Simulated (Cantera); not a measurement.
Feed: 1 mol BN, a varied amount of H2O, 0.26 mol O2, equilibrated at 2025 K and 0.0133 bar.

Cantera equilibrium calculation (NASA polynomials, part measured and part estimated; ideal gas, pure solids and liquids). Candidate condensed phases: B, BN, B2O3, B3O3H3, H2O; 39 gas species. Rates play no part.

Question: What share of the B ends up in condensed phases as a function of n(H2O) (mol), at 0.1, 0.17, 0.3, 0.52, 0.9, 1.6, 2.7?

Answer: 
| n(H2O) (mol) | B condensed (%) | as |
|---|---|---|
| 0.1 | 44.0 | BN(s) |
| 0.17 | 37.2 | BN(s) |
| 0.3 | 24.6 | BN(s) |
| 0.52 | 3.5 | BN(s) |
| 0.9 | 0.0 | - |
| 1.6 | 0.0 | - |
| 2.7 | 0.0 | - |
